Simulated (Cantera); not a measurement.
An adiabatic, constant-pressure homogeneous reactor starts with CO : H2 : O2 : N2 : H2O = 1 : 1.1 : 0.438 : 2.93 : 1.3 (molar parts), at 1548 K and 1.50 bar.

Computed with Cantera and GRI-Mech 3.0 (53 species, 325 reactions).

x: mole fraction; the columns are a selection and need not sum to one.

```
t (s)     T (K)    x CO    x H2      x O2   x H2O2     x NO2    x CO2
--------  -----  ------  ------  --------  -------  --------  -------
6.00e-6    1548   0.148   0.162    0.0647      [?]    <1e-12  4.46e-6
1.53e-5    1614   0.144   0.116    0.0428      [?]  1.21e-11  0.00446
3.91e-5    2064  0.0966  0.0899   0.00392      [?]  4.31e-10   0.0566
9.99e-5    2250  0.0998  0.0897   0.00131      [?]  6.11e-10   0.0558
0.000255   2342   0.101  0.0897  0.000349      [?]  7.18e-10   0.0555
0.000651   2378   0.102  0.0899  0.000110      [?]  7.86e-10   0.0553
0.00166    2385   0.102  0.0900   7.55e-5  1.66e-8  9.47e-10   0.0553
0.00424    2385   0.102  0.0900   7.46e-5  1.64e-8   1.39e-9   0.0553
0.0108     2385   0.102  0.0901   7.43e-5  1.64e-8   2.43e-9   0.0553
0.0277     2384   0.102  0.0901   7.37e-5  1.63e-8   4.38e-9   0.0552
0.0706     2384   0.102  0.0902   7.32e-5  1.62e-8   5.95e-9   0.0552
0.180      2384   0.102  0.0902   7.32e-5  1.62e-8   6.13e-9   0.0552
0.460      2384   0.102  0.0902   7.32e-5  1.62e-8   6.13e-9   0.0552
1.18       2384   0.102  0.0902   7.32e-5  1.62e-8   6.13e-9   0.0552
3.00       2384   0.102  0.0902   7.32e-5  1.62e-8   6.13e-9   0.0552
```

Complete the blanks.


- 6.00e-6, x H2O2: 8.57e-8
- 1.53e-5, x H2O2: 1.45e-6
- 3.91e-5, x H2O2: 3.75e-7
- 9.99e-5, x H2O2: 1.44e-7
- 0.000255, x H2O2: 5.67e-8
- 0.000651, x H2O2: 2.27e-8
